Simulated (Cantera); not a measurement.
# C₂H₅OH + NH₃ + O₂ (carbon deposition, reforming and gasification)

Charge: 1 mol C₂H₅OH, 0.42 mol NH₃, 0.039 mol O₂, equilibrated at 0.0100 bar.

These are equilibrium values from Cantera (NASA tables, ideal gas, pure condensed phases), not measurements of a reactor. Candidate condensed phases: C, C₆H₆, C₇H₈, C₈H₁₈, H₂O; 136 gas species. The numbers say what is thermodynamically allowed, not how fast it happens.

From 327 °C to 1527 °C the condensed part is C(graphite). The main C-bearing gas is CH₄ at 327 °C and CO at 1527 °C. The share of C in condensed phases is highest at 427 °C (72.3 %) and lowest at 1527 °C (45.8 %).

| T (°C) | x H₂ | x H₂O | x CO | x CH₄ | x N₂ | x CO₂ | x H | n C(graphite) |
|---|---|---|---|---|---|---|---|---|
| 327 | 0.456 | 0.243 | 0.00261 | 0.196 | 0.0631 | 0.0393 | <1e-12 | 1.21 |
| 427 | 0.699 | 0.113 | 0.0378 | 0.0415 | 0.0517 | 0.0575 | <1e-12 | 1.45 |
| 527 | 0.740 | 0.0271 | 0.157 | 0.00735 | 0.0452 | 0.0242 | 2.49e-11 | 1.13 |
| 627 | 0.737 | 0.00379 | 0.212 | 0.00169 | 0.0430 | 0.00251 | 1.00e-9 | 0.945 |
| 727 | 0.737 | 0.000636 | 0.218 | 0.000519 | 0.0428 | 0.000270 | 1.95e-8 | 0.924 |
| 827 | 0.738 | 0.000145 | 0.219 | 0.000195 | 0.0427 | 4.24e-5 | 2.22e-7 | 0.922 |
| 927 | 0.738 | 4.20e-5 | 0.219 | 8.60e-5 | 0.0427 | 9.08e-6 | 1.70e-6 | 0.922 |
| 1027 | 0.738 | 1.47e-5 | 0.219 | 4.28e-5 | 0.0427 | 2.48e-6 | 9.50e-6 | 0.922 |
| 1127 | 0.738 | 6.02e-6 | 0.219 | 2.35e-5 | 0.0427 | 8.24e-7 | 4.18e-5 | 0.921 |
| 1227 | 0.738 | 2.78e-6 | 0.219 | 1.40e-5 | 0.0426 | 3.19e-7 | 0.000151 | 0.921 |
| 1327 | 0.737 | 1.41e-6 | 0.219 | 8.88e-6 | 0.0425 | 1.40e-7 | 0.000467 | 0.920 |
| 1427 | 0.737 | 7.79e-7 | 0.219 | 5.94e-6 | 0.0423 | 6.78e-8 | 0.00126 | 0.918 |
| 1527 | 0.735 | 4.58e-7 | 0.219 | 4.15e-6 | 0.0421 | 3.57e-8 | 0.00307 | 0.915 |
x: gas mole fraction; n: condensed amount in mol.
